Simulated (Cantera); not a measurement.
Feed: 1 mol PbO, 2.1 mol CH4, 1.3 mol N2, at 1277 °C.

Cantera equilibrium calculation (NASA polynomials, part measured and part estimated; ideal gas, pure solids and liquids). Candidate condensed phases: C, C6H6, C7H8, C8H18, H2O, Pb, PbO, PbO2, Pb3O4; 139 gas species. Rates play no part.

Problem. Which condensed phases are stable at each of these points (P (Pa)): 10, 36, 130, 460, 1700, 6000, 22000, 77000, 280000, 1000000?

Solution. 
| P (Pa) | condensed phases | Pb condensed (%) |
|---|---|---|
| 10 | C(graphite) | 0.0 |
| 36 | C(graphite) | 0.0 |
| 130 | C(graphite) | 0.0 |
| 460 | C(graphite) | 0.0 |
| 1700 | C(graphite) | 0.0 |
| 6000 | C(graphite) | 0.0 |
| 22000 | C(graphite) | 0.0 |
| 77000 | C(graphite) + Pb(l) | 65.2 |
| 280000 | C(graphite) + Pb(l) | 90.8 |
| 1000000 | C(graphite) + Pb(l) | 97.5 |

From 10.0 Pa to 0.220 bar the condensed part is C(graphite). From 0.770 bar to 10.0 bar the condensed part is C(graphite) + Pb(l).
